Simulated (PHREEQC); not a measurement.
Dissolve 0.019 mol/kgw H3AsO4, 0.0075 mol/kgw NH3 and 5.9e-05 mol/kgw FeCl3 at 20 °C. Closed to the air; pH follows from the charge balance.

The numbers come from PHREEQC with the ion-association model, wateq4f.dat.

The ionic strength comes out as 0.0119 mol/kgw. What activity coefficients do NH4+, H+, H2AsO4-, FeOH+2, Fe(OH)2+ get?

NH4+ 0.90, H+ 0.91, H2AsO4- 0.90, FeOH+2 0.65, Fe(OH)2+ 0.90.

Precipitation was switched off in this run. Saturation is exceeded, for instance for Hematite (slow to form), Goethite (slow to form); the values hold only as long as no solid forms. The database's scorodite may be far more soluble than the real mineral, and it has no iron arsenate complexes; the constant wasn't checked at its source.
